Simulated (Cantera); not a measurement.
**Low-pressure radical oxidation in H2/O2**

An isothermal, constant-pressure homogeneous reactor starts with 2.63 % H2, 97.4 % O2, equivalence ratio 0.013, at 1000 K and 0.0118 atm.

Computed with Cantera and GRI-Mech 3.0 (53 species, 325 reactions). Radical loss at walls, strong at low pressure, is not modelled.

```tsv
t (s)	x H2	x O2	x H2O	x H	x H2O2
5.00e-5	0.0263	0.974	<1e-12	9.60e-12	<1e-12
0.000198	0.0263	0.974	6.25e-12	2.94e-11	<1e-12
0.000783	0.0263	0.974	2.18e-10	1.31e-10	<1e-12
0.00310	0.0263	0.974	3.25e-8	8.97e-9	<1e-12
0.0122	0.00703	0.961	0.0156	0.00519	2.26e-7
0.0485	0.000141	0.967	0.0257	0.000843	4.48e-8
0.192	1.75e-5	0.972	0.0265	3.88e-5	3.82e-8
0.758	1.27e-6	0.973	0.0266	8.72e-7	2.17e-8
3.00	1.04e-7	0.973	0.0266	2.39e-8	7.54e-9
```
x: mole fraction; the columns are a selection and need not sum to one.

Equilibrium at this temperature and pressure: H2 2.17e-11, O2 0.973, H2O 0.0266, H <1e-12, H2O2 8.11e-12 (gas phase only).
